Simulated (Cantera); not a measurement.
A closed system holds: 1 mol Si, 2.6 mol NF3, 1 mol F2, at 10.0 Torr.

Method: chemical equilibrium by Gibbs-energy minimisation in Cantera with the NASA 1993 tables (ideal gas, pure condensed phases). Candidate condensed phases: Si, Si3N4; 16 gas species. Rates play no part.

At 950 °C, list the 4 most abundant gas species with their mole fractions, and the condensed phases.

F 0.693, N2 0.163, SiF4 0.126, F2 0.0177. Condensed: gas only.
